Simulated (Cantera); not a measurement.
Boron, boron nitride and boron oxide: B + N2

Charge: 1 mol B, 20 mol N2, at 0.00610 bar.

Method: chemical equilibrium by Gibbs-energy minimisation in Cantera with the NASA 1993 tables (ideal gas, pure condensed phases). Candidate condensed phases: B, BN; 5 gas species. N2 is the only nitrogen source here; it is nearly inert below about 1500 K, so the nitride shown seldom forms there in practice. Equilibrium is a limit: real reactors are often held back by kinetics, nucleation or transport.

```json
[
 {"T (K)": "1200", "log p N2": "-2.21", "log p B": "<-14", "log p BN": "<-14", "log p N": "<-14", "log p B2": "<-14", "n BN(s)": "1.00", "n B(l)": "0"},
 {"T (K)": "1400", "log p N2": "-2.21", "log p B": "<-14", "log p BN": "<-14", "log p N": "<-14", "log p B2": "<-14", "n BN(s)": "1.00", "n B(l)": "0"},
 {"T (K)": "1600", "log p N2": "-2.21", "log p B": "-12.98", "log p BN": "-13.48", "log p N": "-13.28", "log p B2": "<-14", "n BN(s)": "1.00", "n B(l)": "0"},
 {"T (K)": "1800", "log p N2": "-2.21", "log p B": "-10.06", "log p BN": "-10.88", "log p N": "-11.54", "log p B2": "<-14", "n BN(s)": "1.00", "n B(l)": "0"},
 {"T (K)": "2000", "log p N2": "-2.21", "log p B": "-7.73", "log p BN": "-8.80", "log p N": "-10.15", "log p B2": "-13.58", "n BN(s)": "1.000", "n B(l)": "0"},
 {"T (K)": "2200", "log p N2": "-2.21", "log p B": "-5.83", "log p BN": "-7.11", "log p N": "-9.01", "log p B2": "-10.48", "n BN(s)": "0.995", "n B(l)": "0"},
 {"T (K)": "2400", "log p N2": "-2.22", "log p B": "-4.50", "log p BN": "-5.94", "log p N": "-8.06", "log p B2": "-8.39", "n BN(s)": "0", "n B(l)": "0.891"}
]
```
log p: log10 of the partial pressure in bar; n: condensed amount in mol.

From 1200 K to 2200 K the condensed part is BN(s). At 2400 K the condensed part is B(l).
